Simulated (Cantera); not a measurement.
Feed: 1 mol SiC, 0.16 mol H2O, 2.1 mol N2, at 877 °C.

Method: chemical equilibrium by Gibbs-energy minimisation in Cantera with the NASA 1993 tables (ideal gas, pure condensed phases). Candidate condensed phases: C, C6H6, C7H8, C8H18, H2O, Si, SiC, SiO2, Si2N2O, Si3N4; 151 gas species. N2 is the only nitrogen source here; it is nearly inert below about 1500 K, so the nitride shown seldom forms there in practice. Mutual solubility and eutectic melting of coexisting phases are not modelled. Equilibrium is a limit: real reactors are often held back by kinetics, nucleation or transport.

Which condensed phases are stable at each of these points (P (Pa)): 0.100, 1.50, 22, 320, 4600, 68000, 1000000?


```
P (Pa)                     condensed phases  Si condensed (%)
-------  ----------------------------------  ----------------
0.100                    SiC(s) + Si2N2O(s)             100.0
1.50       C(graphite) + SiC(s) + Si2N2O(s)             100.0
22       C(graphite) + Si2N2O(s) + Si3N4(s)             100.0
320      C(graphite) + Si2N2O(s) + Si3N4(s)             100.0
4600     C(graphite) + Si2N2O(s) + Si3N4(s)             100.0
68000    C(graphite) + Si2N2O(s) + Si3N4(s)             100.0
1000000  C(graphite) + Si2N2O(s) + Si3N4(s)             100.0
```

At 0.000750 Torr the condensed part is SiC(s) + Si2N2O(s). At 0.0113 Torr the condensed part is C(graphite) + SiC(s) + Si2N2O(s). From 0.165 Torr to 7500 Torr the condensed part is C(graphite) + Si2N2O(s) + Si3N4(s).
